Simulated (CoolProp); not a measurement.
R152A at 205.57 K and 0.00425 MPa flows at 1.4 m/s in a round tube of 2 mm bore and 45 µm roughness, fully developed (64/Re and Nu = 3.66 if laminar; Colebrook and Gnielinski if turbulent). Each further row changes one setting.

The numbers come from the reference Helmholtz-energy equation of state, Outcalt 1996 in CoolProp. It is a modified Benedict-Webb-Rubin equation, recast in Helmholtz form.

```
case              Reynolds number  Darcy friction factor  pressure drop (Pa/m)  heat-transfer coefficient (W/(m² K))  mass flow (kg/h)
----------------  ---------------  ---------------------  --------------------  ------------------------------------  ----------------
as stated                    60.8                      ?                     ?                                  9.28           0.00261
velocity 2.8 m/s              122                  0.526                   170                                  9.28                 ?
diameter 4 mm                 122                  0.526                  21.3                                  4.64                 ?
```

What belongs in the gaps?


- as stated, Darcy friction factor: 1.05
- as stated, pressure drop (Pa/m): 85.0
- velocity 2.8 m/s, mass flow (kg/h): 0.00522
- diameter 4 mm, mass flow (kg/h): 0.0104

Viscosity comes from a separate model (Bell 2016), an estimate that may be off by 10 % or more. Thermal conductivity comes from a separate model (Krauss 1996).
